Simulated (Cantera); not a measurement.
# Equilibrium for boron, boron nitride and boron oxide: BCl3 + NH3

Charge: 1 mol BCl3, 2.2 mol NH3.

These are equilibrium values from Cantera (NASA tables, ideal gas, pure condensed phases), not measurements of a reactor. Candidate condensed phases: B, BN, NH4Cl; 21 gas species. The tables' values for BCl2 are old estimates. The numbers say what is thermodynamically allowed, not how fast it happens.

Map the stable condensed phases over T = 925, 1025, 1125, 1225, 1325, 1425, 1525, 1625, 1725, 1825, 1925, 2025 °C and P in Pa = 10, 32, 100, 320, 1000, 3200, 10000, 32000, 100000.


```
T in °C \ P in Pa
             10     32    100    320   1000   3200  10000  32000 100000
   2025       A      A      A      A      A      A      B      B      B
   1925       A      A      A      A      A      B      B      B      B
   1825       A      A      A      A      B      B      B      B      B
   1725       A      A      A      B      B      B      B      B      B
   1625       A      A      B      B      B      B      B      B      B
   1525       B      B      B      B      B      B      B      B      B
   1425       B      B      B      B      B      B      B      B      B
   1325       B      B      B      B      B      B      B      B      B
   1225       B      B      B      B      B      B      B      B      B
   1125       B      B      B      B      B      B      B      B      B
   1025       B      B      B      B      B      B      B      B      B
    925       B      B      B      B      B      B      B      B      B
```
A: gas only; B: BN.
